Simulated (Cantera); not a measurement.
Feed: 1 mol Fe3O4, 0.37 mol H2, 2.6 mol H2O, held at 10.0 Torr.

Equilibrium computed with Cantera from the NASA thermochemical tables; the gas is ideal and each condensed phase is pure. Candidate condensed phases: Fe, FeO, Fe(OH)2, Fe(OH)3, Fe2O3, Fe3O4, H2O; 12 gas species. Mutual solubility and eutectic melting of coexisting phases are not modelled. The tables' stoichiometric FeO is somewhat more stable than real wüstite, so its field is too wide. FeO: taken at fixed stoichiometry. Rates play no part.

x: gas mole fraction; n: condensed amount in mol.

```
T (K)  x H2O    x H2       x H  x Fe(OH)2      x OH  n Fe3O4(s)  n FeO(s)
-----  -----  ------  --------  ---------  --------  ----------  --------
673    0.875   0.125    <1e-12     <1e-12    <1e-12        1.00         0
723    0.875   0.125    <1e-12          ?    <1e-12        1.00         0
773    0.875   0.125  2.77e-12          ?    <1e-12        1.00         0
823    0.875   0.125  2.24e-11          ?    <1e-12        1.00         0
873    0.875   0.125  1.43e-10          ?    <1e-12        1.00         0
923    0.893   0.107  6.93e-10          ?  6.71e-12       0.948     0.156
973    0.915  0.0851   2.73e-9          ?  5.24e-11       0.883     0.352
1023   0.931  0.0686   9.39e-9          ?  3.36e-10       0.834     0.499
1073   0.943  0.0569   2.89e-8          ?   1.79e-9       0.799     0.603
1123   0.952  0.0480   8.08e-8          ?   8.25e-9       0.772     0.683
1173   0.959  0.0411   2.07e-7          ?   3.33e-8       0.752     0.744
1223   0.964  0.0356   4.91e-7          ?   1.20e-7       0.736     0.793
1273   0.969  0.0312   1.09e-6          ?   3.90e-7       0.723     0.832
1323   0.972  0.0277   2.28e-6          ?   1.16e-6       0.712     0.863
```

Fill in the missing entries.


- 723, x Fe(OH)2: 1.43e-12
- 773, x Fe(OH)2: 1.20e-11
- 823, x Fe(OH)2: 7.69e-11
- 873, x Fe(OH)2: 3.95e-10
- 923, x Fe(OH)2: 1.63e-9
- 973, x Fe(OH)2: 5.62e-9
- 1023, x Fe(OH)2: 1.70e-8
- 1073, x Fe(OH)2: 4.66e-8
- 1123, x Fe(OH)2: 1.16e-7
- 1173, x Fe(OH)2: 2.67e-7
- 1223, x Fe(OH)2: 5.72e-7
- 1273, x Fe(OH)2: 1.15e-6
- 1323, x Fe(OH)2: 2.20e-6
